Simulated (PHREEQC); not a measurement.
A made-up water analysis in mg/kgw, 65 °C, pH 1.86, pe 9.8: Na 9.44; K 45.1; Ca 99.1; Mg 8.43; Cl 34.6; S(6) as SO4 1630; Cu(2) 2.21; Zn 0.361; Mn(2) 0.57.

Na is adjusted to close the charge balance.
Valence states are taken as typed.

The numbers come from PHREEQC with the ion-association model, phreeqc.dat.

The ionic strength comes out as 0.0292 mol/kgw. What activity coefficients do CaHSO4+, HSO4-, Ca+2, K+, SO4-2 get?

CaHSO4+ 0.84, HSO4- 0.84, Ca+2 0.51, K+ 0.84, SO4-2 0.51.

Precipitation was switched off in this run. Species that the database lacks are ignored. Away from 25 °C the constants follow the database's enthalpies or fits; those with neither stay at their 25 °C values.
